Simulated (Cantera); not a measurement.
What does this Cantera script print?

```python
import numpy as np
import cantera as ct

gas = ct.Solution("SiF4_NH3_mec.yaml", "gas")
gas.TPX = 2275, 2666, {'NH3': 1, 'H2': 2}
reactor = ct.IdealGasConstPressureReactor(gas, energy="off", clone=False)
net = ct.ReactorNet([reactor])
net.rtol, net.atol = 1e-08, 1e-18
show = ['NH3', 'H2', 'N2H4', 'N2', 'N']
times = np.geomspace(4e-05, 7, 15)

steps = ct.SolutionArray(gas, extra=["t"])
rows = []
print(f"{'t/s':>10s}{'T/K':>9s}{'P/Pa':>11s}" + "".join(f"{s:>11s}" for s in show))
for t in times:
    while net.time < t:
        t_next = net.step()
        steps.append(gas.state, t=t_next)
    rows.append([np.interp(t, steps.t, y) for y in (steps.T, steps.P, *steps(*show).X.T)])
    print(f"{t:10.3e}{rows[-1][0]:9.1f}{rows[-1][1]:11.4g}" + "".join(f"{x:11.3e}" for x in rows[-1][2:]))
rate = np.gradient(steps.T, steps.t)
print("integrator steps:", len(steps.t))
if steps.T.max() > steps.T[0] + 200:
    print(f"time of steepest temperature rise: {steps.t[rate.argmax()]:.4e} s")
gas.TPX = 2275, 2666, {'NH3': 1, 'H2': 2}
gas.equilibrate("TP")
print(f"equilibrium (TP): T = {gas.T:.1f} K  " + "  ".join(f"{s} {gas[s].X[0]:.3e}" for s in show))
```

Result:

```
       t/s      T/K       P/Pa        NH3         H2       N2H4         N2          N
 4.000e-05   2275.0       2666  3.333e-01  6.666e-01  7.037e-12  2.628e-10  1.315e-10
 9.475e-05   2275.0       2666  3.331e-01  6.666e-01  4.048e-11  1.187e-08  2.620e-09
 2.244e-04   2275.0       2666  3.329e-01  6.665e-01  2.266e-10  4.718e-07  4.011e-08
 5.316e-04   2275.0       2666  3.322e-01  6.664e-01  1.206e-09  1.564e-05  5.056e-07
 1.259e-03   2275.0       2666  3.302e-01  6.667e-01  4.698e-09  3.440e-04  3.744e-06
 2.982e-03   2275.0       2666  3.235e-01  6.704e-01  6.925e-09  2.664e-03  6.812e-06
 7.064e-03   2275.0       2666  3.072e-01  6.806e-01  6.517e-09  8.790e-03  6.955e-06
 1.673e-02   2275.0       2666  2.725e-01  7.023e-01  5.528e-09  2.187e-02  7.043e-06
 3.964e-02   2275.0       2666  2.076e-01  7.428e-01  3.808e-09  4.634e-02  7.194e-06
 9.388e-02   2275.0       2666  1.140e-01  8.011e-01  1.683e-09  8.165e-02  7.388e-06
 2.224e-01   2275.0       2666  2.990e-02  8.526e-01  2.836e-10  1.134e-01  7.854e-06
 5.267e-01   2275.0       2666  3.486e-04  8.600e-01  6.979e-13  1.239e-01  7.392e-06
 1.248e+00   2275.0       2666  1.523e-06  8.347e-01  1.044e-16  1.223e-01  7.263e-07
 2.955e+00   2275.0       2666  2.374e-07  8.303e-01  3.163e-18  1.220e-01  1.574e-07
 7.000e+00   2275.0       2666  1.106e-07  8.303e-01  6.983e-19  1.220e-01  7.347e-08
integrator steps: 1657
equilibrium (TP): T = 2275.0 K  NH3 9.502e-08  H2 8.303e-01  N2H4 5.188e-19  N2 1.220e-01  N 6.310e-08
```

Computed with Cantera and the gas-phase N/H chemistry of the illustrative SiF4/NH3 mechanism in the Surface Chemkin manual (1991). Walls and surfaces, which speed up NH3 decomposition in real reactors, are not modelled.
